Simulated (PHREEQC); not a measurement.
Dissolve 0.006 mol KH2PO4 per kg of water at 25 °C. Closed to the air; pH follows from the charge balance.

Equilibrium calculation in PHREEQC: ion-association model, phreeqc.dat.

Question: The ionic strength comes out as 0.00605 mol/kgw. What activity coefficients do K+, H+, HPO4-2, H2PO4- get?

Answer: K+ 0.92, H+ 0.93, HPO4-2 0.72, H2PO4- 0.92.

No solid was allowed to form.
